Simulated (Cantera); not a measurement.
Cantera run:

```python
import numpy as np
import cantera as ct

gas_names = """
    H HO2 H2 H2O H2O2 O OH O2 O3 Ti TiO TiO2
""".split()
cond_names = """
    H2O(s) H2O(L) Ti(a) Ti(b) Ti(L) TiO(a) TiO(b) TiO(L) TiO2(ru) TiO2(L) Ti2O3(a) Ti2O3(b) Ti2O3(L)
    Ti3O5(a) Ti3O5(b) Ti3O5(L) Ti4O7(s) Ti4O7(L)
""".split()


def load(file, names, dense=False):
    # The tables refer to 1 bar. Condensed volumes are neglected.
    table = {s.name: s for s in ct.Species.list_from_file(file)}
    out = []
    for n in names:
        d = dict(table[n].input_data)
        d["thermo"] = dict(d["thermo"], **{"reference-pressure": 1e5})
        if dense:
            d["equation-of-state"] = {"model": "constant-volume", "density": "1e6 g/cm^3"}
        out.append(ct.Species.from_dict(d))
    return out


gas = ct.Solution(thermo="ideal-gas", species=load("nasa_gas.yaml", gas_names))
cond = {s.name: ct.Solution(thermo="fixed-stoichiometry", species=[s], name=s.name)
        for s in load("nasa_condensed.yaml", cond_names, dense=True)}
atoms = {
    'Ti': {'Ti': 1},
    'H2O': {'H': 2, 'O': 1},
    'H2': {'H': 2},
}
top_T = {}  # K; cautious upper limits of use, not melting points


def equilibrate(T, P, feed):
    n = {}
    for name, mol in feed.items():
        for a, k in atoms[name].items():
            n[a] = n.get(a, 0.0) + k * mol
    gas.TPX = T, P, n
    mass = sum(n.values()) * gas.mean_molecular_weight
    gas.equilibrate("TP")
    valid = [c for c in cond.values() if c.min_temp <= T <= top_T.get(c.name, c.max_temp)]
    mix = ct.Mixture([(gas, mass / gas.mean_molecular_weight)] + [(c, 0.0) for c in valid])
    mix.T, mix.P = T, P
    mix.equilibrate("TP", solver="vcs", rtol=1e-11, max_steps=5000)
    return mix


results = []
feed = {'Ti': 1, 'H2O': 2.7, 'H2': 150}  # mol
P = 140000  # Pa
for T in [1325, 1400, 1475, 1550, 1625, 1700, 1775, 1850, 1925]:
    mix = equilibrate(T, P, feed)
    results.append((T, P, feed, dict(zip(mix.species_names, mix.species_moles))))

top = {s: max(r[3][s] / sum(r[3][g] for g in gas_names) for r in results) for s in gas_names}
cols = sorted((s for s in top if top[s] > 1e-05), key=lambda s: -top[s])[:8]
seen = [c for c in cond_names if any(r[3].get(c, 0) > 1e-12 for r in results)]
print("log10 of partial pressures in bar; condensed amounts in mol")
print(f"{'T/K':>10s}" + "".join(f"{s[:9]:>10s}" for s in cols + seen))
for T, P, feed, n in results:
    ng = sum(n[g] for g in gas_names)
    print(f"{T:10.4g}" + "".join(f"{np.log10(max(n[s] / ng * P / 1e5, 1e-99)):10.3f}" for s in cols)
          + "".join(f"{n.get(c, 0):10.4g}" for c in seen))
```

Result:

```
log10 of partial pressures in bar; condensed amounts in mol
       T/K        H2       H2O         H  TiO2(ru)  Ti3O5(b)  Ti4O7(s)
      1325     0.144    -2.193    -5.714         1         0         0
      1400     0.143    -2.060    -5.241         0         0      0.25
      1475     0.143    -2.060    -4.815         0         0      0.25
      1550     0.143    -2.043    -4.430         0    0.1485    0.1386
      1625     0.143    -2.023    -4.080         0    0.3333         0
      1700     0.143    -2.024    -3.760         0    0.3333         0
      1775     0.143    -2.024    -3.467         0    0.3333         0
      1850     0.143    -2.024    -3.197         0    0.3333         0
      1925     0.143    -2.024    -2.948         0    0.3333         0
```

Method: chemical equilibrium by Gibbs-energy minimisation in Cantera with the NASA 1993 tables (ideal gas, pure condensed phases). Mutual solubility and eutectic melting of coexisting phases are not modelled. Condensed phases not in the tables: Magnéli phases beyond Ti4O7.
